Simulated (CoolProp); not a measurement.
Vapour-liquid equilibrium of R134a (1) + R236FA (2) at 330.5 K; x and y are mole fractions of (1).

Model: multi-fluid Helmholtz-energy mixture model, Tillner-Roth 1994 and Pan 2012; pair parameters Bell 2016, in CoolProp.

| x | bubble pressure (bar) | y at the bubble point | dew pressure at overall composition x (bar) | liquid density (mol/L) |
|---|---|---|---|---|
| 0.05 | 7.495 | 0.088 | 7.328 | 8.246 |
| 0.2 | 8.655 | 0.312 | 8.038 | 8.547 |
| 0.35 | 9.860 | 0.492 | 8.888 | 8.865 |
| 0.5 | 11.12 | 0.641 | 9.922 | 9.201 |
| 0.65 | 12.44 | 0.767 | 11.20 | 9.556 |
| 0.8 | 13.82 | 0.876 | 12.83 | 9.929 |
| 0.95 | 15.28 | 0.971 | 14.94 | 10.32 |

No azeotrope shows between x = 0.05 and 0.95.

Pair parameters are fitted to limited data, so mixtures are less certain than the pure fluids.
